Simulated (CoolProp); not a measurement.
Vapour-liquid equilibrium of R245fa (1) + isopentane (2) at 1.4 MPa; x and y are mole fractions of (1).

Computed with CoolProp (multi-fluid Helmholtz-energy mixture model, Akasaka 2015 and Lemmon 2006; pair parameters Bell 2016).

Q: Give the bubble temperature and the first vapour's composition at x = 0.15, 0.65, 0.95. Is there an azeotrope?

A: x = 0.15: 389.1 K, y = 0.319; x = 0.65: 372.2 K, y = 0.690; x = 0.95: 375.2 K, y = 0.917. y crosses x between x = 0.65 and 0.75: the model has an azeotrope there.

The pair parameters rest on a limited set of measurements; away from them the model extrapolates.
